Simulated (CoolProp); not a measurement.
Water along the isobar 73800 kPa: Z from the reference equation and from simpler models built on Tc = 647.1 K, pc = 22060 kPa, ω = 0.344; each cubic takes its own stable root.

Computed with CoolProp (reference Helmholtz-energy equation of state, Wagner 2002).

```json
[
 {"T (K)": "484.6", "phase": "liquid", "reference": "0.3669"},
 {"T (K)": "510.8", "phase": "liquid", "reference": "0.3586"},
 {"T (K)": "537.1", "phase": "liquid", "reference": "0.3526"},
 {"T (K)": "563.4", "phase": "liquid", "reference": "0.3490"},
 {"T (K)": "589.6", "phase": "liquid", "reference": "0.3480"},
 {"T (K)": "615.9", "phase": "liquid", "reference": "0.3498"},
 {"T (K)": "642.1", "phase": "liquid", "reference": "0.3551"},
 {"T (K)": "668.4", "phase": "supercritical", "reference": "0.3649"},
 {"T (K)": "694.6", "phase": "supercritical", "reference": "0.3806"}
]
```

Problem. How far does each simpler model (van der Waals, Redlich-Kwong, Soave-Redlich-Kwong, Peng-Robinson) lie from the reference over these 9 states: mean and median of the absolute difference, and the worst?

Solution. 
- van der Waals: mean 88.4 %, median 91.3 %, worst +100.4 % at 484.6 K and 73800 kPa
- Redlich-Kwong: mean 44.0 %, median 44.4 %, worst +45.3 % at 589.6 K and 73800 kPa
- Soave-Redlich-Kwong: mean 42.0 %, median 41.8 %, worst +45.3 % at 694.6 K and 73800 kPa
- Peng-Robinson: mean 27.0 %, median 26.4 %, worst +31.9 % at 694.6 K and 73800 kPa
